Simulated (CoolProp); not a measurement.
Hexamethyldisiloxane (MM) along the isotherm 346.85 °C: density (kg/m³) from the reference equation and from simpler models built on Tc = 245.6 °C, pc = 1.931 MPa, ω = 0.418; each cubic takes its own stable root.

Values from CoolProp's reference Helmholtz-energy equation of state, Thol 2016.

```
p (MPa)          phase  reference
-------  -------------  ---------
0.181              gas      5.803
0.362              gas      11.82
0.543              gas      18.06
0.724              gas      24.55
0.905              gas      31.29
1.09               gas      38.46
1.27               gas      45.72
1.45               gas      53.27
1.63               gas      61.12
1.81               gas      69.29
1.99     supercritical      77.77
2.17     supercritical      86.59
2.35     supercritical      95.74
2.53     supercritical      105.2
2.72     supercritical      115.6
2.9      supercritical      125.9
```

Problem. How far does each simpler model (Redlich-Kwong, Soave-Redlich-Kwong) lie from the reference over these 16 states: mean and median of the absolute difference, and the worst?

Solution. 
- Redlich-Kwong: mean 3.3 %, median 2.4 %, worst +9.2 % at 346.85 °C and 2.9 MPa
- Soave-Redlich-Kwong: mean 1.7 %, median 1.7 %, worst -3.1 % at 346.85 °C and 2.9 MPa
